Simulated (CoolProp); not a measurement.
The fluid at 408.94 K and 7.34 MPa (liquid) is heated at constant pressure to 482.5 K. The same conditions are run with several fluids, on thermodynamics alone (safety and materials aside).

The numbers come from the reference Helmholtz-energy equation of state of each fluid (dimethyl carbonate: Zhou 2011; n-octane: Beckmüller 2019; n-butane: Bücker 2006; decamethyltetrasiloxane (MD2M): Thol 2017; toluene: Lemmon 2006) in CoolProp.

```tsv
fluid	heat (kJ/kg)	final phase	final density (kg/m³)
dimethyl carbonate	159	liquid	801
n-octane	207	liquid	548
n-butane	289	supercritical	220
decamethyltetrasiloxane (MD2M)	150	liquid	686
toluene	163	liquid	685
```
